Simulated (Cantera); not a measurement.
Mixture: 3.60 % CH₄, 7.55 % O₂, 74.5 % N₂, 14.4 % H₂O, equivalence ratio 0.95, at 760 Torr, adiabatic and at constant pressure. Ignition delay is the time to a rise of 400 K.

Model: GRI-Mech 3.0 (53 species, 325 reactions), integrated in Cantera.

Problem. Predict: delay at 1000 K; delay at 1100 K; delay at 1200 K; delay at 1300 K; delay at 1400 K; delay at 1500 K; delay at 1600 K; apparent activation energy between 1400 and 1600 K.

Solution. 
```
Property                                                 Value
--------------------------------------------------  ----------
delay at 1000 K                                         2.82 s
delay at 1100 K                                        0.625 s
delay at 1200 K                                        0.159 s
delay at 1300 K                                        43.2 ms
delay at 1400 K                                        12.0 ms
delay at 1500 K                                        3.53 ms
delay at 1600 K                                        1.22 ms
apparent activation energy between 1400 and 1600 K  210 kJ/mol
```
